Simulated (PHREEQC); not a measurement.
Make-up at 20 °C and 10 atm: 0.19 mol/kgw NH4Cl and 0.00044 mol/kgw LiCl. Closed to the air; pH follows from the charge balance.

All values are PHREEQC results (ion-association model, phreeqc.dat), not measurements.

Each row changes one thing in this solution. No solid was allowed to form.

```json
[
 {"case": "as made", "pH": "5.20", "NH3 (mol/kgw)": "7.87e-6"},
 {"case": "temperature from 20 to 55 °C", "pH": "4.71", "NH3 (mol/kgw)": "2.45e-5"},
 {"case": "temperature from 20 to 50 °C", "pH": "4.78", "NH3 (mol/kgw)": "2.11e-5"},
 {"case": "temperature from 20 to 65 °C", "pH": "4.59", "NH3 (mol/kgw)": "3.23e-5"},
 {"case": "LiCl replaced by HCl at the same molality", "pH": "3.45", "NH3 (mol/kgw)": "1.41e-7"},
 {"case": "LiCl replaced by FeCl3 at the same molality", "pH": "3.48", "NH3 (mol/kgw)": "1.50e-7"},
 {"case": "LiCl left out", "pH": "5.20", "NH3 (mol/kgw)": "7.87e-6"}
]
```

Complexes and solids missing from the database can't appear. Some of these states are supersaturated (in Fe(OH)3(a), Hematite (slow to form), for instance). At this temperature some constants are extrapolated from 25 °C, and those without enthalpy data are left unchanged.
